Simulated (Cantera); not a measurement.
An isothermal, constant-pressure homogeneous reactor starts with CH₄ : H₂O = 1 : 0.3 (molar parts), at 1700 K and 25000 Pa. Integrator tolerance rtol = 1e-08.

Detailed kinetics in Cantera: GRI-Mech 3.0 (53 species, 325 reactions). GRI-Mech 3.0 stops at C3 and has no aromatics, soot or wall deposition, so with more carbon than oxygen in the feed, carbon stays in small species such as C2H2 where larger ones or solid carbon would form.

### Question
What does this change do: CH4 1 to 2 parts?

### Answer
```tsv
quantity	before	after
x(CH₄) at 1.00 s	0.0185 (gas-phase equilibrium 0.00736)	0.0165 (gas-phase equilibrium 0.00863)
x(H₂O) at 1.00 s	0.0502 (gas-phase equilibrium 2.11e-7)	0.0252 (gas-phase equilibrium 1.01e-7)
x(HO₂) at 1.00 s	<1e-12 (gas-phase equilibrium <1e-12)	<1e-12 (gas-phase equilibrium <1e-12)
x(CO₂) at 1.00 s	0.00149 (gas-phase equilibrium 9.65e-9)	0.000434 (gas-phase equilibrium 2.63e-9)
x(O₂) at 1.00 s	2.56e-12 (gas-phase equilibrium <1e-12)	<1e-12 (gas-phase equilibrium <1e-12)
x(C₂H₄) at 1.00 s	0.00137 (gas-phase equilibrium 0.00118)	0.00171 (gas-phase equilibrium 0.00162)
```
